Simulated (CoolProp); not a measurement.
Model: reference Helmholtz-energy equation of state, Thol 2021, in CoolProp.

Task: Give the vapour pressure (bar), liquid density (kg/m³), vapour density (kg/m³), liquid cp (kJ/(kg K)) of saturated chlorine at 69.75, 93.45 °C.

Result: 
| T (°C) | p (bar) | liquid density (kg/m³) | vapour density (kg/m³) | liquid cp (kJ/(kg K)) |
|---|---|---|---|---|
| 69.75 | 22.1 | 1240 | 70.1 | 1.11 |
| 93.45 | 34.6 | 1140 | 114 | 1.25 |
